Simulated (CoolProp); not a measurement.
Model: reference Helmholtz-energy equation of state, Lemmon 2006, in CoolProp. It is a short technical equation, of lower accuracy than the large ones.

Give the vapour pressure (MPa), liquid density (kg/m³), enthalpy of vaporisation (kJ/kg), liquid cp (kJ/(kg K)) of saturated acetone at 233, 374.1, 430.5 K.


```csv
T (K),p (MPa),liquid density (kg/m³),enthalpy of vaporisation (kJ/kg),liquid cp (kJ/(kg K))
233,0.000713,855,597,2.03
374.1,0.381,693,447,2.39
430.5,1.32,607,359,2.72
```
